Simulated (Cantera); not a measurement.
A closed system holds: 1 mol Ti, 1.3 mol CO, 8.6 mol H₂, at 1.00 bar.

Method: chemical equilibrium by Gibbs-energy minimisation in Cantera with the NASA 1993 tables (ideal gas, pure condensed phases). Candidate condensed phases: C, C₆H₆, C₇H₈, C₈H₁₈, H₂O, Ti, TiC, TiO, TiO₂, Ti₂O₃, Ti₃O₅, Ti₄O₇; 113 gas species. Mutual solubility and eutectic melting of coexisting phases are not modelled. TiC: taken at fixed stoichiometry. Kinetics and transport are ignored. All values below are at 1273 K.

Base state: H₂ 0.984, CH₄ 0.00910, CO 0.00636, H₂O 7.45e-5 (mole fractions); condensed: C(graphite) + TiC(s) + Ti₃O₅(s).

Question: What changes in the equilibrium state with this change: CO from 1.3 to 6.2 mol?

Answer: 
```
species             before     after
-----------------  -------  --------
H₂                   0.984     0.666
CO                 0.00636     0.326
CH₄                0.00910   0.00417
CO₂                2.91e-7  0.000766
H₂O                7.45e-5   0.00259
C(graphite), mol     0.914      1.99
TiC(s), mol          0.253         0
Ti₃O₅(s), mol        0.249         0
TiO₂(rutile), mol        0      1.00
```
